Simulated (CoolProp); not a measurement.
A single-stage vapour-compression cycle with R142b: evaporating at 274.15 K (dew point), condensing at 333.15 K (bubble point), superheat 0 K, subcooling 2 K, compressor efficiency 0.85, no pressure losses. Each further row changes one setting.

Model: reference Helmholtz-energy equation of state, Lemmon 2006, in CoolProp. It is a short technical equation, of lower accuracy than the large ones.

```
case                              cooling COP  pressure ratio  discharge temperature (K)  refrigerating effect (kJ/kg)  volumetric capacity (kJ/m³)
--------------------------------  -----------  --------------  -------------------------  ----------------------------  ---------------------------
as stated                                 ___            5.84                      342.4                           141                          989
evaporating temperature 279.15 K          ___             ___                      341.0                           145                         1200
condensing temperature 328.15 K          3.42            5.16                      337.1                           148                         1040
subcooling 7 K                           3.17            5.84                      342.4                           148                         1040
superheat 10 K                           3.06            5.84                        ___                           150                         1000
compressor efficiency 0.75                ___            5.84                      348.2                           141                          989
```

**Question.** Some entries are withheld; supply them.

**Answer.** 
- as stated, cooling COP: 3.02
- evaporating temperature 279.15 K, cooling COP: 3.44
- evaporating temperature 279.15 K, pressure ratio: 4.86
- superheat 10 K, discharge temperature (K): 352.5
- compressor efficiency 0.75, cooling COP: 2.67
